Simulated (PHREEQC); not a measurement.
Consider water at 75 °C with 0.0022 mol FeCl3, 0.0022 mol MgSO4, 0.00025 mol NaF and 3.3e-05 mol NaCl per kg of water. Closed to the air; pH follows from the charge balance.

The numbers come from PHREEQC with the ion-association model, wateq4f.dat.

No solid was allowed to form.

Q: Order these F species by the share of F that they hold, largest first: F-, HF, FeF2+, FeF+2, MgF+.

A: FeF+2 (72 %), FeF2+ (18 %), HF (7.7 %), F- (1.3 %), MgF+ (0.19 %)

The pH is 2.77 and the ionic strength 0.0133 mol/kgw. Saturation is exceeded, for instance for Jarosite-Na, Hematite (slow to form); the values hold only as long as no solid forms. At this temperature some constants are extrapolated from 25 °C, and those without enthalpy data are left unchanged. Fluoro complexes past AlF4- and FeF3 are missing from the database.
